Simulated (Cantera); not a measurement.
A closed system holds: 1 mol FeS, 0.55 mol SO3, 0.058 mol O2, at 12000 Pa.

Equilibrium computed with Cantera from the NASA thermochemical tables; the gas is ideal and each condensed phase is pure. Candidate condensed phases: Fe, FeO, FeS, FeSO4, FeS2, Fe2O3, Fe2(SO4)3, Fe3O4, S; 12 gas species. FeS: taken at fixed stoichiometry. Gases not in the tables: S3 to S7. Kinetics and transport are ignored. All values below are at 677 °C.

Base state: SO2 0.969, S2 0.0285, S2O 0.00240, SO 2.10e-5 (mole fractions); condensed: FeS(s) + Fe3O4(s).

Task: What changes in the equilibrium state with this change: 0.0066 mol H2 added?

Result: 
```tsv
species	before	after
SO2	0.969	0.961
S2	0.0285	0.0283
H2O	0	0.00852
H2S	0	0.000167
H2	0	1.19e-5
S2O	0.00240	0.00237
SO	2.10e-5	2.08e-5
FeS(s), mol	0.773	0.775
Fe3O4(s), mol	0.0757	0.0751
```
Further candidate phases: Fe(OH)2, Fe(OH)3, H2O, H2SO4.
